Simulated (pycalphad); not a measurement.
CALPHAD calculation (pycalphad, COST 507 light-alloy database (1999)), 1 atm. No gas phase is included, though pure Mg would boil below 1377 °C. The database dates from 1999; later assessments differ in places, in temperatures and in the compounds included. Not assessed as a whole: an extrapolation from subsystems, which can miss ternary compounds. Kinetics are ignored, which matters at the lower temperatures.

Molar enthalpy of Al-7.59Mn-1.2Mg-7.19Si (at.%) in equilibrium (SER reference):

```csv
T (°C),H (kJ/mol),phases
1377,48.81,liquid
1302,46.36,liquid
1227,43.91,liquid
1152,41.46,liquid
1077,39.02,liquid
1002,36.60,liquid
927,34.18,liquid
902,33.38,liquid
877,32.57,liquid
852,30.78,liquid + ALMNSI_BETA
777,24.50,liquid + ALMNSI_BETA
702,17.04,liquid + ALMNSI_ALPHA
627,13.74,liquid + ALMNSI_ALPHA
552,4.72,fcc + ALMNSI_ALPHA + MG2SI + diamond (Si)
527,3.85,fcc + ALMNSI_ALPHA + MG2SI + diamond (Si)
477,2.19,fcc + ALMNSI_ALPHA + MG2SI + diamond (Si)
402,-0.17,fcc + ALMNSI_ALPHA + MG2SI + diamond (Si)
327,-2.39,fcc + ALMNSI_ALPHA + MG2SI + diamond (Si)
252,-4.52,fcc + ALMNSI_ALPHA + MG2SI + diamond (Si)
177,-6.58,fcc + ALMNSI_ALPHA + MG2SI + diamond (Si)
102,-8.58,fcc + ALMNSI_ALPHA + diamond (Si) + MG2SI
```

Cooling from 877 °C to 552 °C, across the freezing range, releases 27.9 kJ/mol, or 956 J/g. The slope is 32 J/(mol K) in the liquid and 35 J/(mol K) just below the solidus, where it includes any heat of precipitation. Liquidus 862 °C, solidus 557 °C. Changes were sought between steps of 25 K, so a narrower field can be missed.

Database names, with the compositions (at.%) that they take in these runs: ALMNSI_BETA: Al 66 Mn 23 Si 10; ALMNSI_ALPHA: Al 70-73 Mn 17 Si 10-13; MG2SI: Mg 67 Si 33.
